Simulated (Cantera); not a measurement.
An isothermal, constant-pressure homogeneous reactor starts with CH4 : H2 : H = 0.013 : 1 : 0.024 (molar parts), at 1650 K and 0.0870 bar. Integrator tolerance rtol = 1e-08.

Cantera simulation using GRI-Mech 3.0 (53 species, 325 reactions); the numbers are that mechanism's predictions, not measurements. GRI-Mech 3.0 stops at C3 and has no aromatics, soot or wall deposition, so with more carbon than oxygen in the feed, carbon stays in small species such as C2H2 where larger ones or solid carbon would form.

Problem. What does this change do: CH4 0.013 to 0.028 parts?

Solution. 
```csv
quantity,before,after
x(CH4) at 30.0 s,0.00141 (gas-phase equilibrium 0.00126),0.00190 (gas-phase equilibrium 0.00183)
x(H2) at 30.0 s,0.993 (gas-phase equilibrium 0.993),0.986 (gas-phase equilibrium 0.986)
x(H) at 30.0 s,0.000309 (gas-phase equilibrium 0.000309),0.000308 (gas-phase equilibrium 0.000308)
x(C2H2) at 30.0 s,0.00553 (gas-phase equilibrium 0.00560),0.0121 (gas-phase equilibrium 0.0121)
x(CH2) at 30.0 s,2.72e-9 (gas-phase equilibrium 2.43e-9),3.70e-9 (gas-phase equilibrium 3.56e-9)
x(C2H6) at 30.0 s,1.04e-8 (gas-phase equilibrium 9.22e-9),2.05e-8 (gas-phase equilibrium 1.97e-8)
```

Problem. What does this change do: CH4 0.013 to 0.086 parts?

Solution. 
| quantity | before | after |
|---|---|---|
| x(CH4) at 30.0 s | 0.00141 (gas-phase equilibrium 0.00126) | 0.00299 (gas-phase equilibrium 0.00298) |
| x(H2) at 30.0 s | 0.993 (gas-phase equilibrium 0.993) | 0.962 (gas-phase equilibrium 0.962) |
| x(H) at 30.0 s | 0.000309 (gas-phase equilibrium 0.000309) | 0.000304 (gas-phase equilibrium 0.000304) |
| x(C2H2) at 30.0 s | 0.00553 (gas-phase equilibrium 0.00560) | 0.0347 (gas-phase equilibrium 0.0347) |
| x(CH2) at 30.0 s | 2.72e-9 (gas-phase equilibrium 2.43e-9) | 5.97e-9 (gas-phase equilibrium 5.95e-9) |
| x(C2H6) at 30.0 s | 1.04e-8 (gas-phase equilibrium 9.22e-9) | 5.39e-8 (gas-phase equilibrium 5.36e-8) |
